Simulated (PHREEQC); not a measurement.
PHREEQC input (Pitzer model, pitzer.dat):

```
SOLUTION 1
  temp 20
  units mol/kgw
  pH 7 charge
  Cl 0.08
  Na 0.194
  C(4) 0.027
  S(6) 0.03
END
USE solution 1
INCREMENTAL_REACTIONS false
REACTION 1
  H2O -1
  0 9.886 18.011 24.689 30.178 34.689 38.397 41.444
  43.949 46.007 47.699 49.089 50.232 51.172 51.944 52.578
  53.1 53.528 53.88 54.17 54.408 54.603 54.764 54.896
  55.005 55.094 55.168 55.228 moles
EQUILIBRIUM_PHASES 1
  Burkeite 0 0
  Halite 0 0
  Mirabilite 0 0
  Nahcolite 0 0
  Natron 0 0
  Thenardite 0 0
  Trona 0 0
SELECTED_OUTPUT 1
  -reset false
  -pH true
  -pe true
  -ionic_strength true
  -water true
  -activities H2O
  -totals C Cl Na S
  -molalities H+ Na+ Cl- CO3-2 SO4-2 OH- HCO3- CO2 HSO4-
  -equilibrium_phases Burkeite Halite Mirabilite Nahcolite Natron Thenardite Trona
PRINT
  -reset false
END
```

Selected output (columns that matter, 13 of 28 rows; water left (kg) added in front):

```
water left (kg)	pH	mu	C	Cl	Na	S	m_H+	m_Na+	m_Cl-	m_CO3-2	la_H2O	Burkeite	Halite	Mirabilite
1	11.147	0.24963	0.027	0.08	0.194	0.03	1.0505e-11	0.194	0.08	0.025629	-0.0022339	0	0	0
0.675519	11.199	0.36995	0.039969	0.11843	0.28719	0.04441	9.768e-12	0.28719	0.11843	0.038358	-0.0032548	0	0	0
0.456322	11.249	0.54817	0.059169	0.17531	0.42514	0.065743	9.1059e-12	0.42514	0.17531	0.057285	-0.0047432	0	0	0
0.253359	11.319	0.98834	0.10657	0.31576	0.76571	0.11841	8.1459e-12	0.76571	0.31576	0.10422	-0.0083521	0	0	0
0.171154	11.363	1.4638	0.15775	0.46741	1.1335	0.17528	7.4212e-12	1.1335	0.46741	0.15508	-0.012214	0	0	0
0.115631	11.404	2.1677	0.2335	0.69186	1.6778	0.25945	6.504e-12	1.6778	0.69186	0.2305	-0.017992	0	0	0
0.0641976	11.47	3.9064	0.42058	1.2462	3.0219	0.46731	4.5268e-12	3.0219	1.2462	0.41714	-0.03336	0	0	0
0.0433722	11.524	5.7834	0.62252	1.8445	4.4729	0.69169	2.8465e-12	4.4729	1.8445	0.61883	-0.052869	0	0	0
0.0287125	11.598	8.3852	0.94036	2.7862	6.5215	0.9273	1.283e-12	6.5215	2.7862	0.93639	-0.088835	0	0	0.003375
0.0198088	11.568	9.379	0.99765	4.0386	7.6014	0.78372	7.3065e-13	7.6014	4.0386	0.9939	-0.12253	0.0072377	0	0
0.0133955	11.577	9.487	1.1333	4.6663	7.8827	0.4749	5.8481e-13	7.8827	4.6663	1.1295	-0.13679	0.011819	0.017492	0
0.00745056	11.744	10.56	1.7812	4.1974	8.442	0.34112	4.9863e-13	8.442	4.1974	1.7765	-0.14206	0.013729	0.048727	0
0.00503655	11.893	11.918	2.5103	3.6269	9.1582	0.25535	4.373e-13	9.1582	3.6269	2.5048	-0.14908	0.014357	0.061733	0
```
